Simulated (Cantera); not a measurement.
Charge: 1 mol B, a varied amount of NH3, held at 19.0 Pa.

Cantera equilibrium calculation (NASA polynomials, part measured and part estimated; ideal gas, pure solids and liquids). Candidate condensed phases: B, BN; 15 gas species. Mutual solubility and eutectic melting of coexisting phases are not modelled. Equilibrium is a limit: real reactors are often held back by kinetics, nucleation or transport.

Task: What condenses at these points (T in K, n(NH3) in mol): (1875, 22); (2275, 10); (1725, 10); (2125, 7.5); (1875, 1.8); (1925, 1.8); (2075, 13)?

Result: 
| T (K) | n(NH3) in mol | condensed phases | B condensed (%) |
|---|---|---|---|
| 1875 | 22 | BN | 99.4 |
| 2275 | 10 | gas only | 0.0 |
| 1725 | 10 | BN | 100.0 |
| 2125 | 7.5 | B | 90.6 |
| 1875 | 1.8 | BN | 99.9 |
| 1925 | 1.8 | B + BN | 99.9 |
| 2075 | 13 | B | 92.0 |
